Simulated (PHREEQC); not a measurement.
Na2CO3 is added in steps, without added water, to 1 kg of water holding 0.051 mol/kgw Ni(NO3)2, 0.0027 mol/kgw KCl and 0.0095 mol/kgw MnSO4, at 20 °C. No oxygen is let in. CO2 from the air is kept out. The run lets Rhodochrosite, Pyrochroite, Ni(OH)2, NiCO3, Ni4(OH)6SO4, Halite, Mirabilite, Morenosite, Nahcolite, Natron precipitate or redissolve, and no other solid.

Base run: PHREEQC, ion-association model, wateq4f.dat. Each further column changes one thing. The table gives Ni(OH)2 (mol).

```tsv
Na2CO3 added (mol)	base	Davies equation for every ion	all activity coefficients set to 1	metal-ligand complexes left out	Debye-Hückel limiting law
0	0	0	0	0	0
0.01875	0.00309	0.00310	(withheld)	0.00731	0.00319
0.0375	0.00888	0.00888	0.00851	0.0212	0.00923
0.05625	0.0151	0.0151	(withheld)	0.0338	0.0158
0.075	0.0235	0.0235	0.0233	(withheld)	0.0237
0.09375	0.0338	0.0338	0.0352	0.0496	0.0323
0.1125	0.0423	0.0422	0.0449	0.0510	0.0386
0.1313	0.0434	0.0433	0.0464	0.0510	0.0387
0.15	0.0436	0.0434	0.0467	0.0510	(withheld)
```

**Question.** What belongs in the gaps?

**Answer.** 
- 0.01875, all activity coefficients set to 1: 0.00305
- 0.05625, all activity coefficients set to 1: 0.0142
- 0.075, metal-ligand complexes left out: 0.0438
- 0.15, Debye-Hückel limiting law: 0.0380

The database's nickel carbonate constants are estimates that later reviews lower a good deal. The database's Ni(OH)2 is the aged solid; a fresh precipitate is more soluble.
